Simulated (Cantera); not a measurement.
**Thermodynamics of sublimation and decomposition of ceramics, feed SiC + H₂**

Input: 1 mol SiC, 0.025 mol H₂, held at 2348.15 K and 1 atm.

Method: chemical equilibrium by Gibbs-energy minimisation in Cantera with the NASA 1993 tables (ideal gas, pure condensed phases). Candidate condensed phases: C, C₆H₆, C₇H₈, C₈H₁₈, Si, SiC; 87 gas species. Gases not in the tables: Si₂H₆ and higher silanes. Equilibrium is a limit: real reactors are often held back by kinetics, nucleation or transport.

x(H₂): 0.986
x(H): 0.0122
x(Si): 0.000689
x(C₂H₂ (acetylene)): 0.000593
x(SiH₂): 0.000278
x(SiH): 0.000233
x(Si₂C): 6.48e-5
x(CH₄): 6.38e-5
x(CH₃): 1.47e-5
n(SiC(s)): 1.000 mol
gas amount: 0.02517 mol
log10 activity of Si(l) (absent): -0.31
log10 activity of C(graphite) (absent): -0.48
